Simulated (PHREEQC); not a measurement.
0.15 g of hydrous ferric oxide (600 m²/g; 0.2 weak and 0.005 strong sites per Fe, Dzombak-Morel constants, diffuse double layer) in 1 kg of water with 0.01 mol/kgw of an inert sodium salt and 0.00046 mmol/kgw ZnSO4, at 25 °C; the pH is set by adding NaOH or the inert anion's acid. O2 is buffered at 0.21 atm. CO2 from the air is kept out. Nothing may precipitate in this run.

Base run: PHREEQC, ion-association model, wateq4f.dat. Each further column changes one thing. The table gives Zn sorbed (%).

| pH | base | no electrostatic term (-no_edl) | background salt from 0.01 to 0.001 mol/kgw | oxide from 0.15 to 0.75 g/kgw | 0.0013 mol/kgw CuCl2 added |
|---|---|---|---|---|---|
| 4 | 0.0 | 0.0 | 0.0 | 0.1 | 0.0 |
| 4.67 | 0.3 | 0.6 | 0.2 | 1.3 | 0.0 |
| 5.33 | 3.6 | 11.8 | 3.0 | 15.8 | 0.0 |
| 6 | 36.6 | 73.1 | 35.2 | 74.4 | 0.1 |
| 6.67 | 90.5 | 98.0 | 91.1 | 98.0 | 0.1 |
| 7.33 | 99.4 | 99.8 | 99.5 | 99.9 | 0.6 |
| 8.67 | 100.0 | 100.0 | 100.0 | 100.0 | 31.6 |
| 9.33 | 100.0 | 99.9 | 100.0 | 100.0 | 41.9 |
| 10 | 100.0 | 98.0 | 100.0 | 100.0 | 42.0 |
| 10.67 | 100.0 | 68.3 | 100.0 | 100.0 | 38.7 |
| 11.33 | 100.0 | 6.6 | 100.0 | 100.0 | 28.3 |
| 12 | 99.7 | 0.1 | 99.8 | 99.9 | 10.7 |

 In at least one series the solution becomes supersaturated in solids that the run did not let form, among them Cu(OH)2, Brochantite, Antlerite, Atacamite. The database's constant for dissolved Cu(OH)2 is higher than later reviews accept.
